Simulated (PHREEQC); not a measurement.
## Alkaline etch or developer: an equilibrium model

Dissolve 28 mmol/kgw TMAH at 60 °C. Closed to the air; pH follows from the charge balance.

Equilibrium calculation in PHREEQC: ion-association model, phreeqc.dat.

No solid was allowed to form.

### Question
Estimate the pH.

### Answer
pH 11.39.

(CH3)4N+ isn't in the database: it is added as a free cation with an ion size of 4 Å. At this temperature some constants are extrapolated from 25 °C, and those without enthalpy data are left unchanged.
